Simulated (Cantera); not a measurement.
Charge: 1 mol Fe3O4, 5.8 mol CH4, 0.33 mol CO, equilibrated at 2.10 bar.

Equilibrium computed with Cantera from the NASA thermochemical tables; the gas is ideal and each condensed phase is pure. Candidate condensed phases: C, C6H6, C7H8, C8H18, Fe, Fe(CO)5, FeO, Fe(OH)2, Fe(OH)3, Fe2O3, Fe3O4, H2O; 114 gas species. Iron dissolves carbon and melts from about 1420 K in contact with it, which pure phases cannot show. Condensed phases not in the tables: cementite and carbon dissolved in iron. The numbers say what is thermodynamically allowed, not how fast it happens. All values below are at 1573 K.

Base state: H2 0.725, CO 0.272, CH4 0.00203, H2O 0.000431, CO2 5.58e-5, H 2.39e-5, C2H2 (acetylene) 1.50e-5 (mole fractions); condensed: C(graphite) + Fe(γ).

**Question.** What changes in the equilibrium state with this change: Fe3O4 replaced by Ta2O5?

**Answer.** 
```json
[
 {"species": "H2", "before": "0.725", "after": "0.719"},
 {"species": "CO", "before": "0.272", "after": "0.277"},
 {"species": "H2O", "before": "0.000431", "after": "0.00368"},
 {"species": "C2H2 (acetylene)", "before": "1.50e-5", "after": "2.07e-7"},
 {"species": "CO2", "before": "5.58e-5", "after": "0.000490"},
 {"species": "CH4", "before": "0.00203", "after": "0.000235"},
 {"species": "H", "before": "2.39e-5", "after": "2.38e-5"},
 {"species": "C(graphite), mol", "before": "1.77", "after": "0"},
 {"species": "Fe(γ), mol", "before": "3.00", "after": "0"},
 {"species": "TaC(s), mol", "before": "0", "after": "1.68"},
 {"species": "Ta2O5(s), mol", "before": "0", "after": "0.162"}
]
```
Mutual solubility and eutectic melting of coexisting phases are not modelled. TaC: taken at fixed stoichiometry. Condensed phases not in the tables: Ta2C. Further candidate phases: Ta, TaC, Ta2O5.

**Question.** What changes in the equilibrium state with this change: CH4 from 5.8 to 2.7 mol?

**Answer.** 
| species | before | after |
|---|---|---|
| H2 | 0.725 | 0.514 |
| CO | 0.272 | 0.331 |
| H2O | 0.000431 | 0.126 |
| CO2 | 5.58e-5 | 0.0281 |
| C2H2 (acetylene) | 1.50e-5 | <1e-9 |
| CH4 | 0.00203 | 3.01e-6 |
| H | 2.39e-5 | 2.01e-5 |
| C(graphite), mol | 1.77 | 0 |
| Fe(γ), mol | 3.00 | 3.00 |
